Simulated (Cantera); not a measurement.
A Cantera script and what it prints.

```python
import numpy as np
import cantera as ct

gas_names = """
    F F2 H HF H2 H2F2 H3F3 H4F4 H5F5 H6F6 H7F7 N NF NF2 NF3 NH NH2 NH3 N2 N2H2 N2H4 Si SiF SiF2 SiF3
    SiF4 SiH SiHF3 SiH2 SiH2F2 SiH3 SiH3F SiH4 SiN Si2 Si2N Si3
""".split()
cond_names = """
    Si(cr) Si(L) Si3N4(a)
""".split()


# ... load() reads the species with a 1 bar reference pressure and builds the phases ...
atoms = {
    'Si': {'Si': 1},
    'NF3': {'N': 1, 'F': 3},
    'H2': {'H': 2},
}
top_T = {'Si3N4(a)': 2400}  # K; cautious upper limits of use, not melting points


# ... equilibrate(T, P, feed) seeds the gas with the atoms and calls Mixture.equilibrate('TP', solver="vcs", rtol=1e-11, max_steps=5000) ...
results = []
feed = {'Si': 1, 'NF3': 3, 'H2': 3.4}  # mol
T = 1673.15  # K
P = 10000  # Pa
mix = equilibrate(T, P, feed)
results.append((T, P, feed, dict(zip(mix.species_names, mix.species_moles))))
x = sorted(zip(gas.X, gas.species_names), reverse=True)
print(f"T = {T:g} K  P = {P:g} Pa  gas = {mix.phase_moles(0):.4g} mol")
print("   x: " + "  ".join(f"{s} {v:.3e}" for v, s in x if v > 1e-05))
print("   condensed (mol): " + ("  ".join(f"{mix.phase(i).name} {mix.phase_moles(i):.4g}"
      for i in range(1, mix.n_phases) if mix.phase_moles(i) > 1e-12) or "none"))
```

Output:

```
T = 1673.15 K  P = 10000 Pa  gas = 8.403 mol
   x: HF 5.956e-01  N2 1.785e-01  SiF4 1.185e-01  H2 1.068e-01  SiF3 5.232e-04  H 1.178e-04  SiHF3 3.171e-05
   condensed (mol): none
```

These are equilibrium values from Cantera (NASA tables, ideal gas, pure condensed phases), not measurements of a reactor. The tables' values for SiF3 are old estimates; treat these amounts as uncertain.
